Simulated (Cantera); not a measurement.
# BCl₃ + O₂ + N₂ (boron, boron nitride and boron oxide)

Feed: 1 mol BCl₃, 6 mol O₂, 17 mol N₂, at 1852 °C and 1.33 mbar.

Method: chemical equilibrium by Gibbs-energy minimisation in Cantera with the NASA 1993 tables (ideal gas, pure condensed phases). Candidate condensed phases: B, BN, B₂O₃; 25 gas species. The tables' values for BOCl are old estimates; treat these amounts as uncertain. The numbers say what is thermodynamically allowed, not how fast it happens.

| Quantity | Result |
|---|---|
| x(N₂) | 0.646 |
| x(O₂) | 0.182 |
| x(Cl) | 0.114 |
| x(O) | 0.0193 |
| x(BO₂) | 0.0188 |
| x(B₂O₃) | 0.00909 |
| x(NO) | 0.00893 |
| x(BOCl) | 0.000651 |
| x(BO) | 0.000614 |
| gas amount | 26.13 mol |
| log10 activity of B(s) (absent) | -8.97 |
